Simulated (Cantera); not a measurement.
Cantera run, input and output.

```python
import numpy as np
import cantera as ct

gas = ct.Solution("gri30.yaml")


def delay(T, t_max=10):
    gas.TPX = T, 90000, {'CH4': 1, 'C2H6': 0.16, 'O2': 12, 'N2': 31.3}
    reactor = ct.IdealGasReactor(gas, clone=False)
    net = ct.ReactorNet([reactor])
    net.rtol, net.atol = 1e-8, 1e-16
    while net.time < t_max:
        t_old, T_old = net.time, reactor.T
        net.step()
        if reactor.T > T + 400:  # ignition: a rise of 400 K
            return t_old + (T + 400 - T_old) / (reactor.T - T_old) * (net.time - t_old)
    return np.nan


taus = []
for T in [1075, 1125, 1175, 1225, 1275, 1325, 1375, 1425, 1475]:
    taus.append(delay(T))
    print(f"T0 = {T:6g} K   tau = {taus[-1]:.4e} s")
```

Output:

```
T0 =   1075 K   tau = 2.4733e-02 s
T0 =   1125 K   tau = 9.4341e-03 s
T0 =   1175 K   tau = 4.1826e-03 s
T0 =   1225 K   tau = 2.0821e-03 s
T0 =   1275 K   tau = 1.1327e-03 s
T0 =   1325 K   tau = 6.6130e-04 s
T0 =   1375 K   tau = 4.0916e-04 s
T0 =   1425 K   tau = 2.6591e-04 s
T0 =   1475 K   tau = 1.8029e-04 s
```

Cantera simulation using GRI-Mech 3.0 (53 species, 325 reactions); the numbers are that mechanism's predictions, not measurements.
